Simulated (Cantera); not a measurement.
A perfectly stirred reactor is fed with C2H4 : O2 : N2 : H2O = 1 : 3.12 : 11.8 : 0.68 (molar parts), at 0.520 bar; it is adiabatic with a 800 K inlet, and is followed from long to short residence time, starting on the burning branch (τ in s: 0.025, 0.011, 0.0052, 0.0024, 0.0011, 0.00049, 0.00022, 0.0001, 4.6e-05, 2.1e-05, 9.4e-06).

Computed with Cantera and GRI-Mech 3.0 (53 species, 325 reactions). GRI-Mech 3.0 was tuned for natural gas; its chemistry of ethylene as a main component is partial and can be far from experiment.

Question: What does this change do: pressure from 0.520 bar to 1.01 bar?

Answer: 
| quantity | before | after |
|---|---|---|
| blow-out, bracketed by the residence times tried | burning at 46.0 µs, out at 21.0 µs | burning at 21.0 µs, out at 9.40 µs |
| x(C2H4) at τ = 25.0 ms | 2.40e-6 | 1.49e-6 |
| x(O2) at τ = 25.0 ms | 0.0214 | 0.0188 |
| x(H2O) at τ = 25.0 ms | 0.142 | 0.145 |
| x(HO2) at τ = 25.0 ms | 2.21e-6 | 2.76e-6 |
| x(CH2O) at τ = 25.0 ms | 3.72e-7 | 2.45e-7 |
| x(C2H4) at τ = 0.490 ms | 6.84e-5 | 4.18e-5 |
| x(O2) at τ = 0.490 ms | 0.0337 | 0.0299 |
| x(H2O) at τ = 0.490 ms | 0.124 | 0.131 |
| x(HO2) at τ = 0.490 ms | 4.33e-6 | 5.02e-6 |
| x(CH2O) at τ = 0.490 ms | 7.96e-6 | 5.36e-6 |

Question: What does this change do: pressure from 0.520 bar to 8.80 bar?

Answer: 
```csv
quantity,before,after
"blow-out, bracketed by the residence times tried","burning at 46.0 µs, out at 21.0 µs","burning at 9.40 µs, the shortest tried"
x(C2H4) at τ = 25.0 ms,2.40e-6,2.98e-7
x(O2) at τ = 25.0 ms,0.0214,0.0132
x(H2O) at τ = 25.0 ms,0.142,0.151
x(HO2) at τ = 25.0 ms,2.21e-6,4.77e-6
x(CH2O) at τ = 25.0 ms,3.72e-7,5.38e-8
x(C2H4) at τ = 0.490 ms,6.84e-5,1.26e-5
x(O2) at τ = 0.490 ms,0.0337,0.0172
x(H2O) at τ = 0.490 ms,0.124,0.149
x(HO2) at τ = 0.490 ms,4.33e-6,6.63e-6
x(CH2O) at τ = 0.490 ms,7.96e-6,2.19e-6
```
